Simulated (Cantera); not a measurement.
A perfectly stirred reactor is fed with CH₄ : O₂ : N₂ = 1 : 1.18 : 4.42 (molar parts), equivalence ratio 1.7, at 1000000 Pa; it is adiabatic with a 575 K inlet, and is followed from long to short residence time, starting on the burning branch (τ in s: 0.12, 0.054, 0.025, 0.012, 0.0054, 0.0025, 0.0012, 0.00054, 0.00025, 0.00012, 5.4e-05).

Model: GRI-Mech 3.0 (53 species, 325 reactions), integrated in Cantera.

Task: Predict: blow-out, bracketed by the residence times tried; x(CH₄) at τ = 0.120 s; x(O₂) at τ = 0.120 s; x(CH₂) at τ = 0.120 s; x(H₂O₂) at τ = 0.120 s; x(C₂H₆) at τ = 0.120 s; x(CH₄) at τ = 2.50 ms; x(O₂) at τ = 2.50 ms; x(CH₂) at τ = 2.50 ms; x(H₂O₂) at τ = 2.50 ms; x(C₂H₆) at τ = 2.50 ms.

Result: 
| Item | Value |
|---|---|
| blow-out, bracketed by the residence times tried | burning at 0.250 ms, out at 0.120 ms |
| x(CH₄) at τ = 0.120 s | 0.00214 |
| x(O₂) at τ = 0.120 s | 5.43e-5 |
| x(CH₂) at τ = 0.120 s | 1.09e-7 |
| x(H₂O₂) at τ = 0.120 s | 2.88e-9 |
| x(C₂H₆) at τ = 0.120 s | 4.49e-7 |
| x(CH₄) at τ = 2.50 ms | 0.00987 |
| x(O₂) at τ = 2.50 ms | 0.00176 |
| x(CH₂) at τ = 2.50 ms | 2.06e-6 |
| x(H₂O₂) at τ = 2.50 ms | 1.05e-7 |
| x(C₂H₆) at τ = 2.50 ms | 2.07e-5 |
